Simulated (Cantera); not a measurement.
## Premixed flame

A freely propagating, adiabatic, planar premixed flame of H₂ : O₂ : N₂ = 1 : 0.82 : 3.08 (molar parts), unburnt at 575 K and 4.93 atm; mixture-averaged transport, grid criteria slope 0.08 and curve 0.16, no radiation.

Model: the H2/O2 subset of GRI-Mech 3.0, which has no nitrogen chemistry, integrated in Cantera. The hydrogen kinetics of GRI-Mech 3.0 are dated; newer H2 mechanisms differ, most at raised pressure. Burning velocities carry a grid error of a few per cent, more on coarse grids. Lean hydrogen flames are cellular in practice and burn faster than this planar one.

```tsv
z (mm)	T (K)	u (m/s)	x H₂	x O₂	x OH	x O	x H₂O	x HO₂
-0.188	575	2.31	0.203	0.168	<1e-8	<1e-8	2.04e-6	2.46e-8
-0.125	576	2.31	0.201	0.168	<1e-8	<1e-8	2.67e-5	4.25e-7
-0.0938	578	2.30	0.196	0.169	<1e-8	1.22e-8	0.000185	3.79e-6
-0.0625	590	2.32	0.182	0.171	1.44e-8	1.73e-7	0.00132	3.46e-5
-0.0313	734	2.77	0.138	0.172	5.61e-5	1.97e-5	0.0189	0.000630
-0.0156	1030	3.80	0.0967	0.157	0.000692	0.000383	0.0612	0.000667
0	1380	5.04	0.0533	0.126	0.00268	0.00225	0.122	0.000378
0.0156	1625	5.92	0.0245	0.0986	0.00597	0.00441	0.168	0.000214
0.0313	1765	6.42	0.0122	0.0850	0.00821	0.00495	0.190	0.000133
0.0625	1898	6.88	0.00531	0.0778	0.00873	0.00363	0.205	6.68e-5
0.125	1985	7.17	0.00223	0.0764	0.00664	0.00163	0.213	2.73e-5
0.250	2025	7.30	0.000761	0.0765	0.00414	0.000562	0.217	1.00e-5
0.500	2039	7.35	0.000270	0.0768	0.00260	0.000211	0.218	4.75e-6
```
x: mole fraction of selected species; z is measured from the peak of heat release.

| Quantity | Value |
|---|---|
| laminar burning velocity | 231 cm/s |
| thermal thickness | 0.0625 mm |
| peak x(OH) | 0.00890 |
| peak x(O) | 0.00496 |
| peak x(HO₂) | 0.000780 |
| grid points | 107 |
